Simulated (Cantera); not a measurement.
**Equilibrium for hydrogen reduction and annealing atmospheres: Cr2O3 + H2 + N2**

Feed: 1 mol Cr2O3, a varied amount of H2, 2.2 mol N2, at 100000 Pa.

Method: chemical equilibrium by Gibbs-energy minimisation in Cantera with the NASA 1993 tables (ideal gas, pure condensed phases). Candidate condensed phases: Cr, CrN, Cr2N, Cr2O3, H2O; 29 gas species. Mutual solubility and eutectic melting of coexisting phases are not modelled. Rates play no part.

Task: Map the stable condensed phases over T = 527, 627, 727, 827, 927, 1027, 1127, 1227, 1327, 1427, 1527 °C and n(H2) in mol = 11, 17, 27, 42, 66, 100, 160, 250.

Result: 
```
T in °C \ n(H2) in mol
          11  17  27  42  66 100 160 250
   1527    A   A   A   A   A   A   A   A
   1427    A   A   A   A   A   A   A   A
   1327    B   A   A   A   A   A   A   A
   1227    B   B   B   A   A   A   A   A
   1127    B   B   B   B   B   B   B   A
   1027    B   B   B   B   B   B   B   B
    927    C   C   B   B   B   B   B   B
    827    C   C   C   C   C   C   C   B
    727    C   C   C   C   C   C   C   C
    627    C   C   C   C   C   C   C   C
    527    D   C   C   C   C   C   C   C
```
A: Cr + Cr2O3; B: Cr2N + Cr2O3; C: CrN + Cr2O3; D: Cr2O3.
